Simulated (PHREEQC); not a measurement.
A made-up water analysis in mmol/kgw, 25 °C, pH 8.72:

```tsv
constituent	mmol/kgw
Na	148
K	1.5
Ca	1.09
Mg	16.6
Cl	174
S(6)	4.19
Alkalinity (meq/kgw)	0.519
Si	1.3
```

Valence states are taken as typed.

All values are PHREEQC results (Pitzer model, pitzer.dat), not measurements.

| quantity | before | after |
|---|---|---|
| HCO3- (mol/kgw) | 0.000270 | 0.000234 |
| H3SiO4- (mol/kgw) | 0.000144 | 0.000152 |
| MgCO3 (mol/kgw) | 2.21e-5 | 3.47e-5 |
| CO2 (mol/kgw) | 8.52e-7 | 6.95e-7 |
| H2SiO4-2 (mol/kgw) | 2.00e-8 | 2.32e-8 |
| SI of Magnesite (MgCO3) | +0.25 | +0.45 |
| SI of SiO2(a) (SiO2) | -0.26 | -0.26 |

Problem. Which change was made?
(A) Na from 148 to 444 mmol/kgw
(B) pH from 8.72 to 9.02 at the same alkalinity
(C) Mg from 16.6 to 33.2 mmol/kgw

Solution. C, Mg from 16.6 to 33.2 mmol/kgw

No solid was allowed to form. Some of these states are supersaturated (in Magnesite (slow to form), for instance).
